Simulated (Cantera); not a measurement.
Feed: 1 mol C, 2.4 mol H2, held at 67.0 bar.

Cantera equilibrium calculation (NASA polynomials, part measured and part estimated; ideal gas, pure solids and liquids). Candidate condensed phases: C, C6H6, C7H8, C8H18; 76 gas species. The ideal-gas law is rough above about 30 bar. Kinetics and transport are ignored. All values below are at 1050 K.

Base state: CH4 0.603, H2 0.397, C2H6 0.000246 (mole fractions); condensed: C(graphite).

Question: What changes in the equilibrium state with this change: C replaced by toluene?

Answer: 
```
species             before     after
----------------  --------  --------
CH4                  0.603     0.603
H2                   0.397     0.397
C2H6              0.000246  0.000246
C(graphite), mol    0.0965      4.59
```

Question: What changes in the equilibrium state with this change: pressure from 67.0 bar to 0.0133 bar?

Answer: 
```tsv
species	before	after
H2	0.397	0.999
CH4	0.603	0.000762
C2H6	0.000246	<1e-9
C(graphite), mol	0.0965	0.998
```
